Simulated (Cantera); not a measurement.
A Cantera script and its output.

```python
import numpy as np
import cantera as ct

gas = ct.Solution("gri30.yaml")
gas.TPX = 375, 16000, {'CH4': 1, 'O2': 1.67, 'N2': 5.67}
flame = ct.FreeFlame(gas, width=0.14)
flame.set_refine_criteria(ratio=3, slope=0.08, curve=0.16)
flame.transport_model = "mixture-averaged"
flame.solve(loglevel=0, auto=True)
z, T = flame.grid, flame.T
thick = (T[-1] - T[0]) / np.gradient(T, z).max()
show = ['CH4', 'O2', 'H2O', 'HO2', 'HCO', 'CH2O']
print(f"laminar burning velocity  {flame.velocity[0] * 100:.3f} cm/s")
print(f"burnt temperature         {T[-1]:.1f} K")
print(f"thermal thickness         {thick * 1e3:.4f} mm")
print(f"grid points               {len(z)}")
z0 = z[flame.heat_release_rate.argmax()]
print(f"{'z/mm':>9s}{'T/K':>9s}{'u/(m/s)':>9s}" + "".join(f"{s:>11s}" for s in show))
rows = []
for k in (-3, -2, -1.5, -1, -0.5, -0.25, 0, 0.25, 0.5, 1, 2, 4, 8):
    zz = z0 + k * thick
    rows.append([k * thick, np.interp(zz, z, T), np.interp(zz, z, flame.velocity),
                 *(np.interp(zz, z, flame.X[gas.species_index(s)]) for s in show)])
    print(f"{rows[-1][0] * 1e3:9.3f}{rows[-1][1]:9.1f}{rows[-1][2]:9.3f}" + "".join(f"{x:11.3e}" for x in rows[-1][3:]))
```

It prints:

```
laminar burning velocity  88.232 cm/s
burnt temperature         2243.8 K
thermal thickness         1.7708 mm
grid points               163
     z/mm      T/K  u/(m/s)        CH4         O2        H2O        HO2        HCO       CH2O
   -5.312    375.0    0.883  1.198e-01  2.001e-01  1.885e-06  1.145e-08  2.559e-19  2.572e-09
   -3.542    375.5    0.886  1.195e-01  1.996e-01  5.308e-05  4.126e-07  1.635e-15  1.513e-07
   -2.656    378.9    0.897  1.188e-01  1.988e-01  4.332e-04  3.928e-06  5.906e-13  1.857e-06
   -1.771    439.8    1.052  1.140e-01  1.939e-01  6.649e-03  5.335e-05  1.660e-09  4.478e-05
   -0.885    930.9    2.283  8.010e-02  1.555e-01  5.599e-02  5.620e-05  1.297e-06  5.393e-04
   -0.443   1382.7    3.447  4.284e-02  1.080e-01  1.042e-01  1.229e-04  3.124e-05  1.090e-03
    0.000   1769.4    4.464  1.118e-02  5.664e-02  1.494e-01  7.906e-05  9.472e-05  7.749e-04
    0.443   1937.9    4.903  1.221e-03  2.603e-02  1.730e-01  1.063e-05  4.212e-05  1.868e-04
    0.885   1976.4    4.990  7.463e-05  1.404e-02  1.801e-01  1.316e-06  4.652e-06  1.686e-05
    1.771   1994.5    5.014  2.520e-07  8.459e-03  1.802e-01  6.044e-07  5.471e-08  6.745e-08
    3.542   2010.4    5.038  2.839e-11  7.144e-03  1.789e-01  5.224e-07  3.113e-08  8.809e-11
    7.083   2031.5    5.082  1.040e-14  6.522e-03  1.801e-01  4.783e-07  2.822e-08  7.992e-11
   14.166   2064.2    5.151  2.892e-16  5.677e-03  1.827e-01  4.204e-07  2.421e-08  8.150e-11
```

Computed with Cantera and GRI-Mech 3.0 (53 species, 325 reactions). Burning velocities carry a grid error of a few per cent, more on coarse grids.
